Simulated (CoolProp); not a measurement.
500 sccm (0 °C, 1 atm) of nitrogen bubbles through liquid n-perfluoropentane at 273.2 K and leaves saturated at a total pressure of 0.15 MPa (ideal gas phase). Each further row changes one setting.

Computed with CoolProp (reference Helmholtz-energy equation of state, Gao 2022).

| case | vapour pressure (kPa) | mole fraction of vapour | delivery (mg/min) | delivery (sccm) | change of delivery for a bath 1 K warmer (%) |
|---|---|---|---|---|---|
| as stated | 30.1 | ___ | 1610 | 125 | 6.1 |
| bath temperature 278.2 K | 37.9 | ___ | ___ | ___ | ___ |
| total pressure 0.3 MPa | 30.1 | 0.100 | 716 | 55.7 | 5.4 |

Some entries are withheld; supply them.


- as stated, mole fraction of vapour: 0.201
- bath temperature 278.2 K, mole fraction of vapour: 0.252
- bath temperature 278.2 K, delivery (mg/min): 2170
- bath temperature 278.2 K, delivery (sccm): 169
- bath temperature 278.2 K, change of delivery for a bath 1 K warmer (%): 6.2
